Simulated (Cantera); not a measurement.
Diamond growth

A diamond (100) surface in a fixed gas of H2 with x(CH4) = 0.0037, x(CH3) = 0.00076, at 1075 K, 7100 Pa; coverages are run to steady state.

Model: the Harris–Goodwin 1993 mechanism for the reconstructed diamond (100) surface, integrated in Cantera.

| x(H) | growth (µm/h) | θ c6HH | θ c6H* | θ c6*H | θ c6** | θ c6HM |
|---|---|---|---|---|---|---|
| 0.0001 | 2.21 | 0.460 | 0.0162 | 0.272 | 0.00239 | 0.164 |
| 0.0002 | 4.50 | 0.432 | 0.0173 | 0.292 | 0.00415 | 0.169 |
| 0.00041 | 8.61 | 0.425 | 0.0184 | 0.310 | 0.00647 | 0.160 |
| 0.00083 | 14.5 | 0.437 | 0.0198 | 0.333 | 0.00896 | 0.135 |
| 0.0017 | 21.7 | 0.460 | 0.0214 | 0.359 | 0.0113 | 0.0994 |
| 0.0034 | 28.0 | 0.484 | 0.0228 | 0.384 | 0.0132 | 0.0646 |
| 0.007 | 33.0 | 0.504 | 0.0240 | 0.402 | 0.0145 | 0.0370 |
| 0.014 | 35.9 | 0.516 | 0.0248 | 0.414 | 0.0153 | 0.0202 |
| 0.029 | 37.7 | 0.524 | 0.0254 | 0.420 | 0.0158 | 0.0102 |
θ: site fractions in the mechanism's names (c6HH fully hydrogenated, c6H* and c6*H radical sites, c6** diradical, c6HM methylated).
